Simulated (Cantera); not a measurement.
A closed system holds: 1 mol SiH4, a varied amount of O2, 2.8 mol N2, equilibrated at 300 °C and 0.150 bar.

These are equilibrium values from Cantera (NASA tables, ideal gas, pure condensed phases), not measurements of a reactor. Candidate condensed phases: H2O, Si, SiO2, Si2N2O, Si3N4; 35 gas species. The numbers say what is thermodynamically allowed, not how fast it happens.

At 2.1 mol O2, list the 3 most abundant gas species with their mole fractions, and the condensed phases.

N2 0.571, H2O 0.408, O2 0.0204. Condensed: SiO2(α-quartz).
